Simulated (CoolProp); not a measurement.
Vapour-liquid equilibrium of R22 (1) + C3F8 (R218) (2) at 265.6 K; x and y are mole fractions of (1).

Computed with CoolProp (multi-fluid Helmholtz-energy mixture model, Kamei 1995 and Lemmon 2006; pair parameters Bell 2016).

```
x      bubble pressure, mixture model (MPa)  bubble pressure, Raoult's law (MPa)  y, mixture model  y, Raoult's law
-----  ------------------------------------  -----------------------------------  ----------------  ---------------
0.05                                 0.3536                               0.3251             0.123            0.059
0.125                                0.3936                               0.3299             0.258            0.146
0.2                                  0.4248                               0.3348             0.354            0.231
0.275                                0.4480                               0.3396             0.425            0.313
0.35                                 0.4645                               0.3445             0.480            0.393
0.425                                0.4755                               0.3493             0.524            0.470
0.5                                  0.4822                               0.3542             0.561            0.546
0.575                                0.4852                               0.3590             0.594            0.619
0.65                                 0.4851                               0.3639             0.627            0.690
0.725                                0.4813                               0.3687             0.664            0.760
0.8                                  0.4723                               0.3736             0.710            0.828
0.875                                0.4548                               0.3784             0.775            0.894
0.95                                 0.4221                               0.3833             0.881            0.958
```

The largest gap from Raoult's law is +36.1 % in bubble pressure, at x = 0.5. y crosses x between x = 0.575 and 0.65: the model has an azeotrope there.

Pair parameters are fitted to limited data, so mixtures are less certain than the pure fluids.
